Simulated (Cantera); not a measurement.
An isothermal, constant-pressure homogeneous reactor starts with CO : O₂ : H₂O : N₂ = 0.007 : 0.038 : 0.00072 : 1 (molar parts), equivalence ratio 0.092, at 1000 K and 0.868 atm. Integrator tolerance rtol = 1e-08.

Detailed kinetics in Cantera: GRI-Mech 3.0 (53 species, 325 reactions).

**Question.** What does this change do: temperature 1000 to 850 K?

**Answer.** 
| quantity | before | after |
|---|---|---|
| x(CO) at 2.00 s | 0.00454 (gas-phase equilibrium 2.41e-12) | 0.00669 (gas-phase equilibrium <1e-12) |
| x(O₂) at 2.00 s | 0.0353 (gas-phase equilibrium 0.0331) | 0.0363 (gas-phase equilibrium 0.0331) |
| x(H₂O) at 2.00 s | 0.000686 (gas-phase equilibrium 0.000691) | 0.000689 (gas-phase equilibrium 0.000691) |
| x(H) at 2.00 s | 2.41e-8 (gas-phase equilibrium <1e-12) | <1e-12 (gas-phase equilibrium <1e-12) |
| x(H₂) at 2.00 s | 2.50e-6 (gas-phase equilibrium <1e-12) | 1.04e-12 (gas-phase equilibrium <1e-12) |

**Question.** What does this change do: temperature 1000 to 1398 K?

**Answer.** 
```json
[
 {"quantity": "x(CO) at 2.00 s", "before": "0.00454 (gas-phase equilibrium 2.41e-12)", "after": "3.98e-8 (gas-phase equilibrium 3.76e-8)"},
 {"quantity": "x(O₂) at 2.00 s", "before": "0.0353 (gas-phase equilibrium 0.0331)", "after": "0.0331 (gas-phase equilibrium 0.0329)"},
 {"quantity": "x(H₂O) at 2.00 s", "before": "0.000686 (gas-phase equilibrium 0.000691)", "after": "0.000690 (gas-phase equilibrium 0.000690)"},
 {"quantity": "x(H) at 2.00 s", "before": "2.41e-8 (gas-phase equilibrium <1e-12)", "after": "2.22e-10 (gas-phase equilibrium 2.15e-10)"},
 {"quantity": "x(H₂) at 2.00 s", "before": "2.50e-6 (gas-phase equilibrium <1e-12)", "after": "1.83e-9 (gas-phase equilibrium 1.79e-9)"}
]
```

**Question.** What does this change do: O2 0.038 to 0.14 parts?

**Answer.** 
| quantity | before | after |
|---|---|---|
| x(CO) at 2.00 s | 0.00454 (gas-phase equilibrium 2.41e-12) | 0.00433 (gas-phase equilibrium 1.16e-12) |
| x(O₂) at 2.00 s | 0.0353 (gas-phase equilibrium 0.0331) | 0.121 (gas-phase equilibrium 0.119) |
| x(H₂O) at 2.00 s | 0.000686 (gas-phase equilibrium 0.000691) | 0.000626 (gas-phase equilibrium 0.000629) |
| x(H) at 2.00 s | 2.41e-8 (gas-phase equilibrium <1e-12) | 5.71e-9 (gas-phase equilibrium <1e-12) |
| x(H₂) at 2.00 s | 2.50e-6 (gas-phase equilibrium <1e-12) | 7.05e-7 (gas-phase equilibrium <1e-12) |
